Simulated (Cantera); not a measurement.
## Fe₂O₃ + H₂ + H₂O (hydrogen reduction and annealing atmospheres)

Input: 1 mol Fe₂O₃, 4.3 mol H₂, a varied amount of H₂O, held at 1698 K and 113 Torr.

Equilibrium computed with Cantera from the NASA thermochemical tables; the gas is ideal and each condensed phase is pure. Candidate condensed phases: Fe, FeO, Fe(OH)₂, Fe(OH)₃, Fe₂O₃, Fe₃O₄, H₂O; 12 gas species. Mutual solubility and eutectic melting of coexisting phases are not modelled. The tables' stoichiometric FeO is somewhat more stable than real wüstite, so its field is too wide. FeO: taken at fixed stoichiometry. Rates play no part.

At 0.54 mol H₂O the condensed part is Fe(δ) + FeO(l). From 0.91 mol H₂O to 3.9 mol H₂O the condensed part is FeO(l). The main Fe-bearing gas is Fe at 0.54 mol H₂O and Fe(OH)₂ at 3.9 mol H₂O.

| n(H₂O) (mol) | x H₂ | x H₂O | x H | x Fe(OH)₂ | x Fe | x OH | n Fe(δ) | n FeO(l) |
|---|---|---|---|---|---|---|---|---|
| 0.54 | 0.680 | 0.319 | 0.000308 | 2.50e-5 | 4.06e-5 | 7.43e-6 | 0.00553 | 1.99 |
| 0.91 | 0.633 | 0.367 | 0.000297 | 2.87e-5 | 3.29e-5 | 8.84e-6 | 0 | 2.00 |
| 1.3 | 0.589 | 0.411 | 0.000287 | 3.21e-5 | 2.73e-5 | 1.03e-5 | 0 | 2.00 |
| 1.7 | 0.550 | 0.450 | 0.000277 | 3.52e-5 | 2.33e-5 | 1.16e-5 | 0 | 2.00 |
| 2 | 0.524 | 0.476 | 0.000270 | 3.73e-5 | 2.10e-5 | 1.26e-5 | 0 | 2.00 |
| 2.4 | 0.492 | 0.507 | 0.000262 | 3.97e-5 | 1.85e-5 | 1.39e-5 | 0 | 2.00 |
| 2.8 | 0.465 | 0.535 | 0.000254 | 4.19e-5 | 1.65e-5 | 1.51e-5 | 0 | 2.00 |
| 3.1 | 0.446 | 0.554 | 0.000249 | 4.34e-5 | 1.53e-5 | 1.59e-5 | 0 | 2.00 |
| 3.5 | 0.423 | 0.577 | 0.000243 | 4.52e-5 | 1.40e-5 | 1.70e-5 | 0 | 2.00 |
| 3.9 | 0.402 | 0.597 | 0.000237 | 4.68e-5 | 1.28e-5 | 1.81e-5 | 0 | 2.00 |
x: gas mole fraction; n: condensed amount in mol.
